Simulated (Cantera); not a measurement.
Input: 1 mol SiH₂Cl₂, 5.7 mol NH₃, 2.7 mol N₂, equilibrated at 41.0 mbar.

Cantera equilibrium calculation (NASA polynomials, part measured and part estimated; ideal gas, pure solids and liquids). Candidate condensed phases: NH₄Cl, Si, Si₃N₄; 28 gas species. The tables' values for SiCl, SiCl₃, SiN are old estimates; treat these amounts as uncertain. Gases not in the tables: Si₂H₆ and higher silanes. The numbers say what is thermodynamically allowed, not how fast it happens.

Problem. At 1950 K, list the 4 most abundant gas species with their mole fractions, and the condensed phases.

Solution. H₂ 0.553, N₂ 0.344, HCl 0.0732, SiCl₂ 0.0247. Condensed: Si(l).
